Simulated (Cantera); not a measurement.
An adiabatic, constant-volume homogeneous reactor starts with 6.33 % CH4, 0.823 % H2, 18.2 % O2, 74.7 % N2, at 1750 K and 3750 Torr.

Computed with Cantera and GRI-Mech 3.0 (53 species, 325 reactions).

One state of this run: T (K) = 2949; P (bar) = 8.60; x CH4 = <1e-12; x H2 = 0.00686; x O2 = 0.0454; x NO2 = 1.61e-5; x C2H6 = <1e-12. x: mole fraction; the columns are a selection and need not sum to one.

**Question.** Which value of t (s) does it belong to?
(A) 3.33e-5
(B) 0.000554
(C) 1.30e-5
(D) 2.00e-6

**Answer.** B, 0.000554
